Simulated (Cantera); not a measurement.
Source: NASA polynomial tables (part measured, part estimated), evaluated in Cantera. Values are per mole of reaction as written; species without (g) are pure solids or liquids, kept so even where they would boil at 1 bar. TaC: taken at fixed stoichiometry.

TaC + 2 CH4(g) → C3H8(g) + Ta, with ΔH° = 188.6 kJ and ΔS° = -103.4 J/K at 300 K.

**Question.** How far is the shortcut ΔG° ≈ ΔH°(300 K) − T·ΔS°(300 K) from the full temperature-dependent value at 773, 873, 973, 1073, 1173 K?

**Answer.** 
```tsv
T (K)	shortcut (kJ)	full (kJ)	difference (kJ)	difference in log10 K
773	268.5	269.2	-0.6	0.04
873	278.9	279.5	-0.6	0.04
973	289.2	289.8	-0.6	0.03
1073	299.5	300.0	-0.5	0.02
1173	309.9	310.2	-0.3	0.01
```
The shortcut ignores the heat-capacity change of the reaction.
